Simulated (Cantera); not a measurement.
A freely propagating, adiabatic, planar premixed flame of H₂ : O₂ : N₂ = 1 : 0.794 : 3.73 (molar parts), equivalence ratio 0.63, unburnt at 525 K and 4.93 atm; mixture-averaged transport, grid criteria slope 0.08 and curve 0.16, no radiation.

Cantera simulation using the H2/O2 subset of GRI-Mech 3.0, which has no nitrogen chemistry; the numbers are that mechanism's predictions, not measurements. The hydrogen kinetics of GRI-Mech 3.0 are dated; newer H2 mechanisms differ, most at raised pressure. Burning velocities carry a grid error of a few per cent, more on coarse grids. Lean hydrogen flames are cellular in practice and burn faster than this planar one.

Question: How do the results move with these cheaper or finer settings: unity-Lewis-number transport; multicomponent transport; multicomponent+Soret transport; grid criteria slope 0.5, curve 1; grid criteria slope 0.25, curve 0.5; grid criteria slope 0.03, curve 0.06?

Answer: 
```
setting                               laminar burning velocity  thermal thickness  peak x(H₂O₂)  peak x(H)  grid points
------------------------------------  ------------------------  -----------------  ------------  ---------  -----------
as above                                             98.6 cm/s          0.0842 mm      0.000157    0.00229          106
unity-Lewis-number transport                          174 cm/s          0.0526 mm       6.02e-5    0.00822          107
multicomponent transport                              100 cm/s          0.0826 mm      0.000155    0.00235          106
multicomponent+Soret transport                       91.4 cm/s          0.0859 mm      0.000158    0.00210          106
grid criteria slope 0.5, curve 1                      113 cm/s          0.0995 mm      0.000176    0.00230           32
grid criteria slope 0.25, curve 0.5                  98.4 cm/s          0.0885 mm      0.000167    0.00216           51
grid criteria slope 0.03, curve 0.06                  104 cm/s          0.0801 mm      0.000150    0.00259          252
```
Unity Lewis numbers drop preferential diffusion, which matters most where H2 and H carry the flame; Soret adds thermal diffusion.
